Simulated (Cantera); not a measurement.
A perfectly stirred reactor is fed with CH4 : N2 = 1 : 120 (molar parts), at 0.132 atm; it is held at 1775 K, and followed from long to short residence time.

Model: GRI-Mech 3.0 (53 species, 325 reactions), integrated in Cantera. GRI-Mech 3.0 stops at C3 and has no aromatics, soot or wall deposition, so with more carbon than oxygen in the feed, carbon stays in small species such as C2H2 where larger ones or solid carbon would form.

What does this change do: pressure from 0.132 atm to 0.0132 atm?


```json
[
 {"quantity": "x(CH4) at τ = 1.90 s", "before": "0.000423", "after": "0.00137"},
 {"quantity": "x(CH2) at τ = 1.90 s", "before": "2.64e-7", "after": "6.96e-7"},
 {"quantity": "x(C2H) at τ = 1.90 s", "before": "1.66e-7", "after": "1.46e-7"},
 {"quantity": "x(C2H2) at τ = 1.90 s", "before": "0.00379", "after": "0.00330"},
 {"quantity": "x(H2) at τ = 1.90 s", "before": "0.0116", "after": "0.0101"},
 {"quantity": "x(CH4) at τ = 24.0 ms", "before": "0.00476", "after": "0.00803"},
 {"quantity": "x(CH2) at τ = 24.0 ms", "before": "7.25e-7", "after": "1.42e-7"},
 {"quantity": "x(C2H) at τ = 24.0 ms", "before": "4.62e-8", "after": "1.21e-9"},
 {"quantity": "x(C2H2) at τ = 24.0 ms", "before": "0.00139", "after": "1.67e-5"},
 {"quantity": "x(H2) at τ = 24.0 ms", "before": "0.00471", "after": "0.000172"}
]
```
Radical loss at walls, strong at low pressure, is not modelled.

What does this change do: N2 120 to 350 parts?


| quantity | before | after |
|---|---|---|
| x(CH4) at τ = 1.90 s | 0.000423 | 0.000152 |
| x(CH2) at τ = 1.90 s | 2.64e-7 | 2.04e-7 |
| x(C2H) at τ = 1.90 s | 1.66e-7 | 8.34e-8 |
| x(C2H2) at τ = 1.90 s | 0.00379 | 0.00125 |
| x(H2) at τ = 1.90 s | 0.0116 | 0.00399 |
| x(CH4) at τ = 24.0 ms | 0.00476 | 0.00181 |
| x(CH2) at τ = 24.0 ms | 7.25e-7 | 4.60e-7 |
| x(C2H) at τ = 24.0 ms | 4.62e-8 | 2.10e-8 |
| x(C2H2) at τ = 24.0 ms | 0.00139 | 0.000368 |
| x(H2) at τ = 24.0 ms | 0.00471 | 0.00132 |
